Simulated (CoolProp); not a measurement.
The numbers come from the reference Helmholtz-energy equation of state, Zhou 2016 in CoolProp.

Question: Give the vapour pressure (bar), enthalpy of vaporisation (kJ/kg), vapour Z of saturated R245ca at 99.15, 104.45, 109.75 °C.

Answer: 
| T (°C) | p (bar) | enthalpy of vaporisation (kJ/kg) | vapour Z |
|---|---|---|---|
| 99.15 | 9.13 | 155 | 0.816 |
| 104.45 | 10.3 | 151 | 0.799 |
| 109.75 | 11.6 | 146 | 0.782 |
